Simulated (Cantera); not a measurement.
## Transport properties of process gases

Gas mixture: 100 % CO, at 0.133 bar, frozen composition.

Cantera's kinetic-theory transport with the Lennard-Jones parameters of GRI-Mech 3.0, ideal gas; thermal conductivity in the multicomponent form.

```json
[
 {"T (K)": "400", "ρ (kg/m³)": "0.112", "cp (J/kg/K)": "1049", "μ (µPa s)": "22.0", "λ (mW/m/K)": "31.9", "Pr": "0.722", "D (cm²/s) N₂": "2.60", "D (cm²/s) OH": "3.94", "D (cm²/s) CH₃": "2.82"},
 {"T (K)": "600", "ρ (kg/m³)": "0.0749", "cp (J/kg/K)": "1086", "μ (µPa s)": "29.1", "λ (mW/m/K)": "44.0", "Pr": "0.718", "D (cm²/s) N₂": "5.19", "D (cm²/s) OH": "7.84", "D (cm²/s) CH₃": "5.69"},
 {"T (K)": "800", "ρ (kg/m³)": "0.0561", "cp (J/kg/K)": "1139", "μ (µPa s)": "35.2", "λ (mW/m/K)": "56.0", "Pr": "0.717", "D (cm²/s) N₂": "8.41", "D (cm²/s) OH": "12.7", "D (cm²/s) CH₃": "9.26"},
 {"T (K)": "1000", "ρ (kg/m³)": "0.0449", "cp (J/kg/K)": "1184", "μ (µPa s)": "40.8", "λ (mW/m/K)": "67.5", "Pr": "0.716", "D (cm²/s) N₂": "12.2", "D (cm²/s) OH": "18.4", "D (cm²/s) CH₃": "13.5"},
 {"T (K)": "1200", "ρ (kg/m³)": "0.0374", "cp (J/kg/K)": "1219", "μ (µPa s)": "45.9", "λ (mW/m/K)": "78.3", "Pr": "0.715", "D (cm²/s) N₂": "16.5", "D (cm²/s) OH": "25.0", "D (cm²/s) CH₃": "18.3"},
 {"T (K)": "1400", "ρ (kg/m³)": "0.0321", "cp (J/kg/K)": "1246", "μ (µPa s)": "50.8", "λ (mW/m/K)": "88.6", "Pr": "0.714", "D (cm²/s) N₂": "21.4", "D (cm²/s) OH": "32.2", "D (cm²/s) CH₃": "23.6"},
 {"T (K)": "1600", "ρ (kg/m³)": "0.0281", "cp (J/kg/K)": "1267", "μ (µPa s)": "55.4", "λ (mW/m/K)": "98.2", "Pr": "0.714", "D (cm²/s) N₂": "26.7", "D (cm²/s) OH": "40.2", "D (cm²/s) CH₃": "29.5"},
 {"T (K)": "1800", "ρ (kg/m³)": "0.0250", "cp (J/kg/K)": "1282", "μ (µPa s)": "59.7", "λ (mW/m/K)": "107", "Pr": "0.713", "D (cm²/s) N₂": "32.4", "D (cm²/s) OH": "48.9", "D (cm²/s) CH₃": "35.8"},
 {"T (K)": "2000", "ρ (kg/m³)": "0.0225", "cp (J/kg/K)": "1294", "μ (µPa s)": "64.0", "λ (mW/m/K)": "116", "Pr": "0.713", "D (cm²/s) N₂": "38.6", "D (cm²/s) OH": "58.2", "D (cm²/s) CH₃": "42.7"}
]
```
D: mixture-averaged diffusion coefficient of that species in the mixture.
